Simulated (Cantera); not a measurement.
Cantera run:

```python
import numpy as np
import cantera as ct

gas_names = """
    C CN CO COS CO2 CS CS2 C2 CCN CNC C2N2 C2O C3 C3O2 C4 C4N2 C5 N NCO NO NO2 NO3 N2 N2O O O2 O3 S SN
    SO SO2 SO3 S2 S2O S8
""".split()
cond_names = """
    C(gr) S(cr1) S(cr2) S(L)
""".split()


def load(file, names, dense=False):
    # The tables refer to 1 bar. Condensed volumes are neglected.
    table = {s.name: s for s in ct.Species.list_from_file(file)}
    out = []
    for n in names:
        d = dict(table[n].input_data)
        d["thermo"] = dict(d["thermo"], **{"reference-pressure": 1e5})
        if dense:
            d["equation-of-state"] = {"model": "constant-volume", "density": "1e6 g/cm^3"}
        out.append(ct.Species.from_dict(d))
    return out


gas = ct.Solution(thermo="ideal-gas", species=load("nasa_gas.yaml", gas_names))
cond = {s.name: ct.Solution(thermo="fixed-stoichiometry", species=[s], name=s.name)
        for s in load("nasa_condensed.yaml", cond_names, dense=True)}
atoms = {
    'CO2': {'C': 1, 'O': 2},
    'SO2': {'S': 1, 'O': 2},
    'N2': {'N': 2},
}
top_T = {'C(gr)': 4500}  # K; cautious upper limits of use, not melting points


def equilibrate(T, P, feed):
    n = {}
    for name, mol in feed.items():
        for a, k in atoms[name].items():
            n[a] = n.get(a, 0.0) + k * mol
    gas.TPX = T, P, n
    mass = sum(n.values()) * gas.mean_molecular_weight
    gas.equilibrate("TP")
    valid = [c for c in cond.values() if c.min_temp <= T <= top_T.get(c.name, c.max_temp)]
    mix = ct.Mixture([(gas, mass / gas.mean_molecular_weight)] + [(c, 0.0) for c in valid])
    mix.T, mix.P = T, P
    mix.equilibrate("TP", solver="vcs", rtol=1e-11, max_steps=5000)
    return mix


results = []
feed = {'CO2': 1, 'SO2': 0.63, 'N2': 0.78}  # mol
T = 1273.15  # K
P = 370000  # Pa
mix = equilibrate(T, P, feed)
results.append((T, P, feed, dict(zip(mix.species_names, mix.species_moles))))
print(gas.report(threshold=1e-06))
for i in range(1, mix.n_phases):
    print(f"{mix.phase(i).name:16s} {mix.phase_moles(i):12.5e} mol")
```

Output:

```
       temperature   1273.2 K
          pressure   3.7e+05 Pa
           density   1.5405 kg/m^3
  mean mol. weight   44.073 kg/kmol
   phase of matter   gas

                          1 kg             1 kmol
                     ---------------   ---------------
          enthalpy       -4.4896e+06       -1.9787e+08  J
   internal energy       -4.7298e+06       -2.0846e+08  J
           entropy            6246.1        2.7528e+05  J/K
    Gibbs function       -1.2442e+07       -5.4835e+08  J
 heat capacity c_p            1115.3             49154  J/K
 heat capacity c_v            926.62             40839  J/K

                      mass frac. Y      mole frac. X     chem. pot. / RT
                     ---------------   ---------------   ---------------
                CO        2.3723e-05        3.7328e-05           -45.598
               CO2            0.4143            0.4149           -66.157
                N2           0.20572           0.32365           -25.343
                SO        1.3621e-06        1.2491e-06           -41.216
               SO2           0.37989           0.26137           -61.775
               SO3          6.87e-05        3.7821e-05           -82.334
     [  +29 minor]        3.5119e-07        4.9766e-07

C(gr)             0.00000e+00 mol
S(L)              0.00000e+00 mol
```

These are equilibrium values from Cantera (NASA tables, ideal gas, pure condensed phases), not measurements of a reactor.
